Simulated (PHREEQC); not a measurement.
Dissolve 0.011 mol NaH2PO4 per kg of water at 20 °C. Closed to the air; pH follows from the charge balance.

The numbers come from PHREEQC with the ion-association model, phreeqc.dat.

| Quantity | Value |
|---|---|
| pH | 4.71 |
| ionic strength | 0.0111 mol/kgw |
| specific conductance | 750 µS/cm |

```json
[
 {"species": "Na+", "molality": "0.0110", "activity": "0.00990", "log γ": "-0.046"},
 {"species": "H2PO4-", "molality": "0.0109", "activity": "0.00985", "log γ": "-0.045"},
 {"species": "HPO4-2", "molality": "4.68e-5", "activity": "3.08e-5", "log γ": "-0.182"},
 {"species": "H3PO4", "molality": "2.63e-5", "activity": "2.64e-5", "log γ": "0.001"},
 {"species": "H+", "molality": "2.12e-5", "activity": "1.93e-5", "log γ": "-0.041"},
 {"species": "NaHPO4-", "molality": "6.60e-7", "activity": "5.95e-7", "log γ": "-0.045"}
]
```

This is a speciation only: nothing precipitates in the calculation. Complexes and solids missing from the database can't appear.
